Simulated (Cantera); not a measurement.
Cantera run:

```python
import numpy as np
import cantera as ct

gas_names = [...]  # 169 gases of nasa_gas.yaml made of C, H, N, O
cond_names = """
    C(gr) C6H6(L) C7H8(L) C8H18(L),n-octa H2O(s) H2O(L)
""".split()


# ... load() reads the species with a 1 bar reference pressure and builds the phases ...
atoms = {
    'toluene': {'C': 7, 'H': 8},
    'CO2': {'C': 1, 'O': 2},
    'N2': {'N': 2},
}
top_T = {'C(gr)': 4500}  # K; cautious upper limits of use, not melting points


# ... equilibrate(T, P, feed) seeds the gas with the atoms and calls Mixture.equilibrate('TP', solver="vcs", rtol=1e-11, max_steps=5000) ...
results = []
feed = {'toluene': 1, 'CO2': 0.026, 'N2': 8.6}  # mol
P = 530000  # Pa
for T in [3000, 3500, 4000, 4500, 5000]:
    mix = equilibrate(T, P, feed)
    results.append((T, P, feed, dict(zip(mix.species_names, mix.species_moles))))

top = {s: max(r[3][s] / sum(r[3][g] for g in gas_names) for r in results) for s in gas_names}
cols = sorted((s for s in top if top[s] > 0.0001), key=lambda s: -top[s])[:7]
seen = [c for c in cond_names if any(r[3].get(c, 0) > 1e-12 for r in results)]
print("log10 of partial pressures in bar; condensed amounts in mol")
print(f"{'T/K':>10s}" + "".join(f"{s[:9]:>10s}" for s in cols + seen))
for T, P, feed, n in results:
    ng = sum(n[g] for g in gas_names)
    print(f"{T:10.4g}" + "".join(f"{np.log10(max(n[s] / ng * P / 1e5, 1e-99)):10.3f}" for s in cols)
          + "".join(f"{n.get(c, 0):10.4g}" for c in seen))
```

It prints:

```
log10 of partial pressures in bar; condensed amounts in mol
       T/K        N2         H        H2       HCN        CN         C        C3     C(gr)
      3000     0.518    -0.755     0.093    -0.394    -2.228    -4.295    -3.506     5.369
      3500     0.467    -0.296    -0.134    -0.213    -1.186    -2.527    -1.534     3.306
      4000     0.388    -0.005    -0.415    -0.337    -0.607    -1.386    -0.615         0
      4500     0.338     0.191    -0.696    -0.704    -0.395    -0.746    -0.643         0
      5000     0.291     0.258    -1.101    -1.178    -0.313    -0.319    -0.924         0
```

Equilibrium computed with Cantera from the NASA thermochemical tables; the gas is ideal and each condensed phase is pure.
